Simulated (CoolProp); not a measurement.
Model: reference Helmholtz-energy equation of state, Lemmon 2016, in CoolProp.

Problem. For R227EA, give the phase and the density (kg/m³), cv (kJ/(kg K)), expansivity (1/kK), conductivity (mW/(m K)) at 86.85 °C and 8390 kPa.

Solution. 
- 86.85 °C and 8390 kPa: liquid; density 1200, cv 0.916, expansivity 3.92, conductivity 51.0

Thermal conductivity comes from a separate model (Huber 2003), an estimate that may be off by 10 % or more.
